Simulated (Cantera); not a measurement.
An isothermal, constant-pressure homogeneous reactor starts with 1.72 % C2H6, 98.3 % N2, at 1200 K and 69.0 Pa.

Computed with Cantera and GRI-Mech 3.0 (53 species, 325 reactions). GRI-Mech 3.0 stops at C3 and has no aromatics, soot or wall deposition, so with more carbon than oxygen in the feed, carbon stays in small species such as C2H2 where larger ones or solid carbon would form. Radical loss at walls, strong at low pressure, is not modelled.

Problem. Predict: x(C2H6) at 10.0 s; x(CH3) at 10.0 s; x(CH4) at 10.0 s; x(C2H4) at 10.0 s; x(H2) at 10.0 s; x(CH2) at 10.0 s.

Solution. x(C2H6) at 10.0 s: 0.000221 (gas-phase equilibrium 4.60e-12)
x(CH3) at 10.0 s: 6.61e-5 (gas-phase equilibrium 1.11e-8)
x(CH4) at 10.0 s: 0.00478 (gas-phase equilibrium 1.41e-5)
x(C2H4) at 10.0 s: 0.00908 (gas-phase equilibrium 1.32e-6)
x(H2) at 10.0 s: 0.0170 (gas-phase equilibrium 0.0333)
x(CH2) at 10.0 s: 1.94e-8 (gas-phase equilibrium <1e-12)
